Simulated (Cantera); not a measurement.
Charge: 1 mol Fe3O4, 0.011 mol HCl, 7.2 mol N2, held at 7.50 Torr.

Method: chemical equilibrium by Gibbs-energy minimisation in Cantera with the NASA 1993 tables (ideal gas, pure condensed phases). Candidate condensed phases: Fe, FeCl2, FeCl3, FeO, Fe(OH)2, Fe(OH)3, Fe2O3, Fe3O4, H2O, NH4Cl; 37 gas species. Equilibrium is a limit: real reactors are often held back by kinetics, nucleation or transport.

At 1323 K, list the 5 most abundant gas species with their mole fractions, and the condensed phases.

N2 0.998, HCl 0.00107, H2O 0.000226, FeCl2 0.000199, Cl 5.38e-5. Condensed: Fe3O4(s).
